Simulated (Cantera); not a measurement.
# Equilibrium for fluorocarbon and chlorocarbon gases: CH3Cl

Feed: 1 mol CH3Cl, held at 2.18 Torr.

Equilibrium computed with Cantera from the NASA thermochemical tables; the gas is ideal and each condensed phase is pure. Candidate condensed phases: C, C6H6, C7H8, C8H18; 91 gas species. Rates play no part.

From 600 K to 2600 K the condensed part is C(graphite). The main C-bearing gas is CH4 at 600 K and C2H2 (acetylene) at 2600 K.

| T (K) | x HCl | x H2 | x H | x Cl | x CH4 | x C2H2 (acetylene) | n C(graphite) |
|---|---|---|---|---|---|---|---|
| 600 | 0.525 | 0.426 | <1e-12 | <1e-12 | 0.0496 | <1e-12 | 0.906 |
| 800 | 0.500 | 0.499 | 3.80e-11 | 3.95e-11 | 0.000969 | <1e-12 | 0.998 |
| 1000 | 0.500 | 0.500 | 2.98e-8 | 2.77e-8 | 6.92e-5 | 5.70e-10 | 1.000 |
| 1200 | 0.500 | 0.500 | 2.59e-6 | 2.25e-6 | 1.15e-5 | 5.13e-8 | 1.000 |
| 1400 | 0.500 | 0.500 | 6.39e-5 | 5.26e-5 | 3.13e-6 | 1.26e-6 | 1.000 |
| 1600 | 0.499 | 0.500 | 0.000714 | 0.000564 | 1.18e-6 | 1.37e-5 | 1.000 |
| 1800 | 0.494 | 0.497 | 0.00469 | 0.00357 | 5.52e-7 | 8.72e-5 | 1.000 |
| 2000 | 0.476 | 0.488 | 0.0211 | 0.0153 | 2.93e-7 | 0.000375 | 0.998 |
| 2200 | 0.423 | 0.458 | 0.0708 | 0.0476 | 1.60e-7 | 0.00117 | 0.995 |
| 2400 | 0.319 | 0.387 | 0.184 | 0.108 | 7.70e-8 | 0.00269 | 0.987 |
| 2600 | 0.184 | 0.265 | 0.367 | 0.179 | 2.61e-8 | 0.00429 | 0.966 |
x: gas mole fraction; n: condensed amount in mol.
